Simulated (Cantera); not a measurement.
A Cantera script and what it prints.

```python
import numpy as np
import cantera as ct

gas_names = """
    CL CL2 H HCL H2 Si SiCL SiCL2 SiCL3 SiCL4 SiH SiHCL3 SiH2 SiH2CL2 SiH3 SiH3CL SiH4 Si2 Si3
""".split()
cond_names = """
    Si(cr) Si(L)
""".split()


def load(file, names, dense=False):
    # The tables refer to 1 bar. Condensed volumes are neglected.
    table = {s.name: s for s in ct.Species.list_from_file(file)}
    out = []
    for n in names:
        d = dict(table[n].input_data)
        d["thermo"] = dict(d["thermo"], **{"reference-pressure": 1e5})
        if dense:
            d["equation-of-state"] = {"model": "constant-volume", "density": "1e6 g/cm^3"}
        out.append(ct.Species.from_dict(d))
    return out


gas = ct.Solution(thermo="ideal-gas", species=load("nasa_gas.yaml", gas_names))
cond = {s.name: ct.Solution(thermo="fixed-stoichiometry", species=[s], name=s.name)
        for s in load("nasa_condensed.yaml", cond_names, dense=True)}
atoms = {
    'SiH4': {'Si': 1, 'H': 4},
    'H2': {'H': 2},
    'HCl': {'H': 1, 'CL': 1},
}
top_T = {}  # K; cautious upper limits of use, not melting points


def equilibrate(T, P, feed):
    n = {}
    for name, mol in feed.items():
        for a, k in atoms[name].items():
            n[a] = n.get(a, 0.0) + k * mol
    gas.TPX = T, P, n
    mass = sum(n.values()) * gas.mean_molecular_weight
    gas.equilibrate("TP")
    valid = [c for c in cond.values() if c.min_temp <= T <= top_T.get(c.name, c.max_temp)]
    mix = ct.Mixture([(gas, mass / gas.mean_molecular_weight)] + [(c, 0.0) for c in valid])
    mix.T, mix.P = T, P
    mix.equilibrate("TP", solver="vcs", rtol=1e-11, max_steps=5000)
    return mix


results = []
T = 1523.15  # K
P = 3700  # Pa
for m in [0.52, 0.84, 1.1, 1.5, 1.8, 2.1, 2.4, 2.7, 3, 3.3, 3.6]:
    feed = {'SiH4': 1, 'H2': 3.9, 'HCl': m}  # mol
    mix = equilibrate(T, P, feed)
    results.append((T, P, feed, dict(zip(mix.species_names, mix.species_moles))))

top = {s: max(r[3][s] / sum(r[3][g] for g in gas_names) for r in results) for s in gas_names}
cols = sorted((s for s in top if top[s] > 0.001), key=lambda s: -top[s])[:5]
seen = [c for c in cond_names if any(r[3].get(c, 0) > 1e-12 for r in results)]
print("log10 of partial pressures in bar; condensed amounts in mol")
print(f"{'n(HCl)':>10s}" + "".join(f"{s[:9]:>10s}" for s in cols + seen))
for T, P, feed, n in results:
    ng = sum(n[g] for g in gas_names)
    print(f"{feed['HCl']:10.4g}" + "".join(f"{np.log10(max(n[s] / ng * P / 1e5, 1e-99)):10.3f}" for s in cols)
          + "".join(f"{n.get(c, 0):10.4g}" for c in seen))
```

Output:

```
log10 of partial pressures in bar; condensed amounts in mol
    n(HCl)        H2       HCL     SiCL2     SiCL3     SiCL4    Si(cr)
      0.52    -1.463    -2.675    -3.374    -4.985    -6.121    0.9243
      0.84    -1.478    -2.541    -3.089    -4.559    -5.553    0.8454
       1.1    -1.489    -2.473    -2.944    -4.340    -5.261    0.7737
       1.5    -1.504    -2.404    -2.789    -4.108    -4.952    0.6551
       1.8    -1.514    -2.367    -2.705    -3.982    -4.783    0.5619
       2.1    -1.524    -2.338    -2.638    -3.881    -4.649     0.466
       2.4    -1.533    -2.315    -2.582    -3.798    -4.539     0.368
       2.7    -1.541    -2.296    -2.536    -3.728    -4.446    0.2685
         3    -1.549    -2.280    -2.496    -3.669    -4.366    0.1678
       3.3    -1.556    -2.266    -2.462    -3.617    -4.298   0.06601
       3.6    -1.565    -2.233    -2.450    -3.568    -4.211         0
```

Cantera equilibrium calculation (NASA polynomials, part measured and part estimated; ideal gas, pure solids and liquids). The tables' values for SiCl3 are old estimates; treat these amounts as uncertain.
